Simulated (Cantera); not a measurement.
An isothermal, constant-pressure homogeneous reactor starts with CH4 : N2 = 3.6 : 23 (molar parts), at 1800 K and 1330 Pa.

Cantera simulation using GRI-Mech 3.0 (53 species, 325 reactions); the numbers are that mechanism's predictions, not measurements. GRI-Mech 3.0 stops at C3 and has no aromatics, soot or wall deposition, so with more carbon than oxygen in the feed, carbon stays in small species such as C2H2 where larger ones or solid carbon would form. Radical loss at walls, strong at low pressure, is not modelled.

**Question.** Predict: x(CH4) at 30.0 s; x(C2H4) at 30.0 s; x(CH2) at 30.0 s; x(C2H2) at 30.0 s; x(H) at 30.0 s; x(C2H) at 30.0 s.

**Answer.** 
```json
{
 "x(CH4) at 30.0 s": "1.18e-5 (gas-phase equilibrium 8.44e-6)",
 "x(C2H4) at 30.0 s": "3.28e-6 (gas-phase equilibrium 1.18e-6)",
 "x(CH2) at 30.0 s": "1.47e-8 (gas-phase equilibrium 1.05e-8)",
 "x(C2H2) at 30.0 s": "0.0595 (gas-phase equilibrium 0.0213)",
 "x(H) at 30.0 s": "0.00132 (gas-phase equilibrium 0.00132)",
 "x(C2H) at 30.0 s": "3.85e-6 (gas-phase equilibrium 1.38e-6)"
}
```
